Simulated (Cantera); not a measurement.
Transport properties of process gases

Gas mixture: C2H2 : C2H4 : C2H6 = 0.99 : 0.35 : 0.44 (molar parts), at 21.0 Pa, frozen composition.

Cantera's kinetic-theory transport with the Lennard-Jones parameters of GRI-Mech 3.0, ideal gas; thermal conductivity in the multicomponent form. The composition is frozen, though it would react at the higher temperatures.

| T (K) | ρ (kg/m³) | cp (J/kg/K) | μ (µPa s) | λ (mW/m/K) | Pr | D (cm²/s) O | D (cm²/s) NH3 | D (cm²/s) C2H2 |
|---|---|---|---|---|---|---|---|---|
| 400 | 0.000173 | 1984 | 13.2 | 35.1 | 0.745 | 2000 | 1350 | 996 |
| 650 | 0.000107 | 2596 | 19.7 | 68.4 | 0.749 | 4650 | 3400 | 2420 |
| 900 | 7.70e-5 | 3010 | 25.2 | 101 | 0.750 | 8070 | 6150 | 4290 |
| 1150 | 6.02e-5 | 3334 | 30.0 | 133 | 0.749 | 12200 | 9480 | 6540 |
| 1400 | 4.95e-5 | 3570 | 34.3 | 164 | 0.748 | 16900 | 13300 | 9130 |
| 1650 | 4.20e-5 | 3744 | 38.3 | 192 | 0.747 | 22300 | 17700 | 12000 |
| 1900 | 3.65e-5 | 3874 | 42.1 | 219 | 0.746 | 28100 | 22500 | 15300 |
| 2150 | 3.22e-5 | 3971 | 45.6 | 243 | 0.745 | 34500 | 27700 | 18800 |
| 2400 | 2.89e-5 | 4045 | 49.0 | 267 | 0.744 | 41400 | 33300 | 22500 |
D: mixture-averaged diffusion coefficient of that species in the mixture.
